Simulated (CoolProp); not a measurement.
Sulfur hexafluoride at 473.95 K and 0.265 MPa is throttled through a valve to 0.162 MPa with no heat exchange. Each further row changes one setting.

Values from CoolProp's reference Helmholtz-energy equation of state, Guder 2009.

| case | temperature change (K) | final density (kg/m³) |
|---|---|---|
| as stated | … | … |
| outlet pressure 0.0486 MPa | … | … |
| outlet pressure 0.211 MPa | … | 7.86 |

Task: What belongs in the gaps?

Result: 
- as stated, temperature change (K): -0.3
- as stated, final density (kg/m³): 6.03
- outlet pressure 0.0486 MPa, temperature change (K): -0.6
- outlet pressure 0.0486 MPa, final density (kg/m³): 1.81
- outlet pressure 0.211 MPa, temperature change (K): -0.2
